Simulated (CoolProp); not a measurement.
Model: reference Helmholtz-energy equation of state, Smukala 2000, in CoolProp.

Problem. Give the vapour pressure (bar), vapour density (kg/m³), enthalpy of vaporisation (kJ/kg), liquid cp (kJ/(kg K)) of saturated ethylene at 217.6, 225.3, 248.2 K.

Solution. 
```json
[
 {"T (K)": "217.6", "p (bar)": "8.82", "vapour density (kg/m³)": "16.1", "enthalpy of vaporisation (kJ/kg)": "397", "liquid cp (kJ/(kg K))": "2.67"},
 {"T (K)": "225.3", "p (bar)": "11.4", "vapour density (kg/m³)": "20.8", "enthalpy of vaporisation (kJ/kg)": "378", "liquid cp (kJ/(kg K))": "2.77"},
 {"T (K)": "248.2", "p (bar)": "22.2", "vapour density (kg/m³)": "42.5", "enthalpy of vaporisation (kJ/kg)": "311", "liquid cp (kJ/(kg K))": "3.29"}
]
```
